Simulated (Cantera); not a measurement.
**Thermodynamics of roasting and sulfation, feed FeS₂ + H₂S + O₂ + SO₃**

A closed system holds: 1 mol FeS₂, 0.12 mol H₂S, 2 mol O₂, 0.058 mol SO₃, held at 7.50 Torr.

Equilibrium computed with Cantera from the NASA thermochemical tables; the gas is ideal and each condensed phase is pure. Candidate condensed phases: Fe, FeO, Fe(OH)₂, Fe(OH)₃, FeS, FeSO₄, FeS₂, Fe₂O₃, Fe₂(SO₄)₃, Fe₃O₄, H₂O, H₂SO₄, S; 22 gas species. Mutual solubility and eutectic melting of coexisting phases are not modelled. The tables' stoichiometric FeO is somewhat more stable than real wüstite, so its field is too wide. FeO, FeS: taken at fixed stoichiometry. Gases not in the tables: S₃ to S₇. Rates play no part.

From 1073 K to 1223 K the condensed part is FeS(s) + Fe₃O₄(s). From 1298 K to 1598 K the condensed part is FeO(s). At 1673 K the condensed part is FeO(l).

```tsv
T (K)	x SO₂	x S₂	x H₂O	x SO	x H₂	x S₂O	n FeS(s)	n Fe₃O₄(s)	n FeO(s)	n FeO(l)
1073	0.857	0.0753	0.0637	0.000273	0.000594	0.00237	0.319	0.227	0	0
1148	0.833	0.0985	0.0629	0.000702	0.00104	0.00279	0.265	0.245	0	0
1223	0.807	0.124	0.0618	0.00160	0.00171	0.00318	0.206	0.265	0	0
1298	0.772	0.160	0.0571	0.00332	0.00254	0.00368	0	0	1.00	0
1373	0.771	0.159	0.0561	0.00612	0.00353	0.00359	0	0	1.00	0
1448	0.768	0.157	0.0549	0.0106	0.00473	0.00350	0	0	1.000	0
1523	0.764	0.155	0.0534	0.0173	0.00610	0.00339	0	0	1.000	0
1598	0.757	0.151	0.0516	0.0268	0.00763	0.00327	0	0	1.000	0
1673	0.749	0.147	0.0496	0.0398	0.00927	0.00314	0	0	0	1.000
```
x: gas mole fraction; n: condensed amount in mol.
